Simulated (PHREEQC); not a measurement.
PHREEQC input (Pitzer model, pitzer.dat):

```
SOLUTION 1
  temp 75
  units mol/kgw
  pH 7 charge
  Cl 0.0068
  Na 0.0068
  S(6) 0.13
  K 0.26
END
USE solution 1
INCREMENTAL_REACTIONS false
REACTION 1
  H2O -1
  0 9.886 18.011 24.689 30.178 34.689 38.397 41.444
  43.949 46.007 47.699 49.089 50.232 51.172 51.944 52.578
  53.1 53.528 53.88 54.17 54.408 54.603 54.764 54.896
  55.005 55.094 55.168 55.228 moles
EQUILIBRIUM_PHASES 1
  Arcanite 0 0
  Glaserite 0 0
  Halite 0 0
  Mirabilite 0 0
  Misenite 0 0
  Sylvite 0 0
  Thenardite 0 0
SELECTED_OUTPUT 1
  -reset false
  -pH true
  -pe true
  -ionic_strength true
  -water true
  -activities H2O
  -totals Cl K Na S
  -molalities H+ Na+ K+ Cl- SO4-2 OH- HSO4-
  -equilibrium_phases Arcanite Glaserite Halite Mirabilite Misenite Sylvite Thenardite
PRINT
  -reset false
END
```

Selected output (columns that matter, 22 of 28 rows; water left (kg) added in front):

```
water left (kg)	pH	mu	Cl	K	Na	S	m_H+	m_Na+	m_K+	m_Cl-	m_SO4-2	m_OH-	la_H2O	Arcanite
1	6.8707	0.3968	0.0068	0.26	0.0068	0.13	2.5992e-07	0.0068	0.26	0.0068	0.13	2.2587e-06	-0.0024005	0
0.821894	6.8922	0.48279	0.0082736	0.31634	0.0082736	0.15817	2.5979e-07	0.0082736	0.31634	0.0082736	0.15817	2.4074e-06	-0.00288	0
0.555203	6.9362	0.71469	0.012248	0.4683	0.012248	0.23415	2.5967e-07	0.012248	0.4683	0.012248	0.23415	2.7262e-06	-0.0041423	0
0.456313	6.9591	0.86958	0.014902	0.56978	0.014902	0.28489	2.5887e-07	0.014902	0.56978	0.014902	0.28489	2.8963e-06	-0.0049666	0
0.375043	6.9827	1.058	0.018131	0.69325	0.018131	0.34663	2.5673e-07	0.018131	0.69325	0.018131	0.34662	3.0739e-06	-0.0059549	0
0.30824	7.0077	1.2873	0.022061	0.8435	0.022061	0.42175	2.5228e-07	0.022061	0.8435	0.022061	0.42175	3.26e-06	-0.0071423	0
0.208215	7.0636	1.9057	0.032659	1.2487	0.032659	0.62436	2.3101e-07	0.032659	1.2487	0.032659	0.62435	3.6688e-06	-0.010307	0
0.171138	7.0961	2.3186	0.039734	1.5192	0.039734	0.75962	2.1096e-07	0.039734	1.5192	0.039734	0.75962	3.9039e-06	-0.012422	0
0.140655	7.1334	2.8211	0.048345	1.8485	0.048345	0.92425	1.8279e-07	0.048345	1.8485	0.048345	0.92424	4.1768e-06	-0.015029	0
0.0950203	7.164	3.285	0.071564	2.1423	0.071564	1.0711	1.5547e-07	0.071564	2.1423	0.071564	1.0711	4.4091e-06	-0.01762	0.02822
0.0780853	7.163	3.3062	0.087084	2.1461	0.087084	1.073	1.5442e-07	0.087084	2.1461	0.087084	1.073	4.3995e-06	-0.017865	0.046212
0.0641769	7.1617	3.3319	0.10596	2.1506	0.10596	1.0753	1.5315e-07	0.10596	2.1506	0.10596	1.0753	4.388e-06	-0.018163	0.06099
0.0527548	7.1601	3.363	0.1289	2.1561	0.1289	1.078	1.5161e-07	0.1289	2.1561	0.1289	1.078	4.3742e-06	-0.018526	0.073128
0.0356396	7.156	3.4467	0.1908	2.1706	0.1908	1.0853	1.4755e-07	0.1908	2.1706	0.1908	1.0853	4.3376e-06	-0.01951	0.091321
0.029298	7.1533	3.5021	0.2321	2.18	0.2321	1.09	1.4491e-07	0.2321	2.18	0.2321	1.09	4.3137e-06	-0.02017	0.098065
0.0240733	7.15	3.5694	0.28247	2.1913	0.28247	1.0956	1.4175e-07	0.28247	2.1913	0.28247	1.0956	4.2853e-06	-0.020979	0.10362
0.0162724	7.1415	3.7483	0.41789	2.2203	0.41789	1.1101	1.3359e-07	0.41789	2.2203	0.41789	1.1101	4.2121e-06	-0.023173	0.11194
0.0133718	7.1361	3.8666	0.50853	2.2387	0.50853	1.1194	1.284e-07	0.50853	2.2387	0.50853	1.1194	4.1655e-06	-0.024659	0.11503
0.0109937	7.1296	4.0089	0.61854	2.2603	0.61854	1.1301	1.2238e-07	0.61854	2.2603	0.61854	1.1301	4.1114e-06	-0.02648	0.11758
0.00902996	7.1219	4.181	0.75305	2.2853	0.75305	1.1427	1.1541e-07	0.75305	2.2853	0.75305	1.1427	4.0486e-06	-0.028736	0.11968
0.00609335	7.1024	4.6368	1.116	2.3472	1.116	1.1736	9.8548e-08	1.116	2.3472	1.116	1.1736	3.8956e-06	-0.034977	0.12285
0.00501239	7.0902	4.9334	1.3566	2.3845	1.3566	1.1922	8.877e-08	1.3566	2.3845	1.3566	1.1922	3.8058e-06	-0.039243	0.12402
```

Away from 25 °C the constants follow the database's enthalpies or fits; those with neither stay at their 25 °C values.
